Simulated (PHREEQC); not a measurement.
NH3 is added in steps, without added water, to 1 kg of water holding 0.0036 mol H3BO3, 0.00023 mol Na2B4O7 and 0.097 mol KCl, at 20 °C. Oxygen alone is held at its pressure in air (log pO2 = -0.68). No CO2 enters from the air. Only these solids could form: Halite, Sylvite.

Base run: PHREEQC, ion-association model, phreeqc.dat. Each further column changes one thing. The table gives pH.

```tsv
NH3 added (mol)	base	KCl left out	Na2B4O7 from 0.00023 to 0.000115 mol/kgw	KCl from 0.097 to 0.0194 mol/kgw	no solid may form
0	8.22	8.32	7.94	8.27	8.22
0.00225	9.10	9.13	9.10	9.12	9.10
0.0045	9.44	9.42	9.45	9.43	9.44
0.00675	9.64	9.60	9.66	9.62	9.64
0.009	9.79	9.73	9.81	9.75	9.79
0.01125	9.90	9.84	9.92	9.86	9.90
0.0135	9.98	9.92	10.01	9.94	9.98
0.01575	10.06	9.99	10.08	10.01	10.06
0.018	10.12	10.05	10.14	10.07	10.12
```
